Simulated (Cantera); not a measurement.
Feed: 1 mol V2O5, 2.5 mol H2, held at 1202 °C and 1.33 mbar.

Equilibrium computed with Cantera from the NASA thermochemical tables; the gas is ideal and each condensed phase is pure. Candidate condensed phases: H2O, V, VO, V2O3, V2O4, V2O5; 12 gas species. Condensed phases not in the tables: the oxides between V2O3 and V2O5 other than VO2. Kinetics and transport are ignored.

Question: What is the equilibrium state?

Answer: 
- x(H2O) = 0.800
- x(H2) = 0.200
- x(H) = 0.000159
- x(OH) = 1.67e-5
- x(VO2) = 5.03e-6
- n(V2O3(s)) = 1.000 mol
- gas amount = 2.500 mol
- log10 activity of V2O5(l) (absent) = -6.25
- log10 activity of V(s) (absent) = -7.14
